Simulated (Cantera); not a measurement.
A Cantera script and its output.

```python
import numpy as np
import cantera as ct

gas = ct.Solution("gri30.yaml")
gas.TPX = 1150, 400000, {'H2': 1, 'O2': 0.694, 'N2': 2.61, 'H2O': 0.11}
reactor = ct.IdealGasReactor(gas, energy="on", clone=False)
net = ct.ReactorNet([reactor])
net.rtol, net.atol = 1e-08, 1e-16
show = ['H2', 'O2', 'H2O', 'NO', 'OH', 'HO2', 'NO2']
times = np.geomspace(1e-06, 0.6, 16)

steps = ct.SolutionArray(gas, extra=["t"])
rows = []
print(f"{'t/s':>10s}{'T/K':>9s}{'P/Pa':>11s}" + "".join(f"{s:>11s}" for s in show))
for t in times:
    while net.time < t:
        t_next = net.step()
        steps.append(gas.state, t=t_next)
    rows.append([np.interp(t, steps.t, y) for y in (steps.T, steps.P, *steps(*show).X.T)])
    print(f"{t:10.3e}{rows[-1][0]:9.1f}{rows[-1][1]:11.4g}" + "".join(f"{x:11.3e}" for x in rows[-1][2:]))
rate = np.gradient(steps.T, steps.t)
print("integrator steps:", len(steps.t))
if steps.T.max() > steps.T[0] + 200:
    print(f"time of steepest temperature rise: {steps.t[rate.argmax()]:.4e} s")
gas.TPX = 1150, 400000, {'H2': 1, 'O2': 0.694, 'N2': 2.61, 'H2O': 0.11}
gas.equilibrate("UV")
print(f"equilibrium (UV): T = {gas.T:.1f} K  " + "  ".join(f"{s} {gas[s].X[0]:.3e}" for s in show))
```

Result:

```
       t/s      T/K       P/Pa         H2         O2        H2O         NO         OH        HO2        NO2
 1.000e-06   1150.0      4e+05  2.266e-01  1.572e-01  2.492e-02  5.901e-21  2.227e-10  5.945e-09  7.627e-28
 2.428e-06   1150.0      4e+05  2.266e-01  1.572e-01  2.492e-02  7.648e-20  6.335e-10  2.244e-08  8.419e-26
 5.894e-06   1150.0      4e+05  2.266e-01  1.572e-01  2.492e-02  1.359e-18  2.050e-09  1.136e-07  1.569e-23
 1.431e-05   1150.0      4e+05  2.266e-01  1.572e-01  2.492e-02  5.900e-17  1.080e-08  9.384e-07  1.009e-20
 3.474e-05   1150.3  4.001e+05  2.265e-01  1.572e-01  2.496e-02  5.310e-14  3.466e-07  2.997e-05  3.427e-16
 8.434e-05   2838.8  8.894e+05  1.018e-02  4.589e-02  2.557e-01  1.325e-03  2.329e-02  2.743e-05  1.203e-06
 2.048e-04   2831.7  8.869e+05  1.017e-02  4.384e-02  2.562e-01  5.936e-03  2.267e-02  2.613e-05  5.290e-06
 4.971e-04   2822.3  8.836e+05  1.017e-02  4.118e-02  2.568e-01  1.193e-02  2.185e-02  2.446e-05  1.037e-05
 1.207e-03   2817.8   8.82e+05  1.017e-02  3.992e-02  2.570e-01  1.477e-02  2.147e-02  2.368e-05  1.267e-05
 2.930e-03   2817.5  8.819e+05  1.017e-02  3.983e-02  2.571e-01  1.496e-02  2.144e-02  2.362e-05  1.282e-05
 7.114e-03   2817.5  8.819e+05  1.017e-02  3.983e-02  2.571e-01  1.496e-02  2.144e-02  2.362e-05  1.282e-05
 1.727e-02   2817.5  8.819e+05  1.017e-02  3.983e-02  2.571e-01  1.496e-02  2.144e-02  2.362e-05  1.282e-05
 4.193e-02   2817.5  8.819e+05  1.017e-02  3.983e-02  2.571e-01  1.496e-02  2.144e-02  2.362e-05  1.282e-05
 1.018e-01   2817.5  8.819e+05  1.017e-02  3.983e-02  2.571e-01  1.496e-02  2.144e-02  2.362e-05  1.282e-05
 2.471e-01   2817.5  8.819e+05  1.017e-02  3.983e-02  2.571e-01  1.496e-02  2.144e-02  2.362e-05  1.282e-05
 6.000e-01   2817.5  8.819e+05  1.017e-02  3.983e-02  2.571e-01  1.496e-02  2.144e-02  2.362e-05  1.282e-05
integrator steps: 1431
time of steepest temperature rise: 5.5193e-05 s
equilibrium (UV): T = 2817.5 K  H2 1.017e-02  O2 3.983e-02  H2O 2.571e-01  NO 1.496e-02  OH 2.144e-02  HO2 2.362e-05  NO2 1.282e-05
```

Cantera simulation using GRI-Mech 3.0 (53 species, 325 reactions); the numbers are that mechanism's predictions, not measurements. The hydrogen kinetics of GRI-Mech 3.0 are dated; newer H2 mechanisms differ, most at raised pressure.
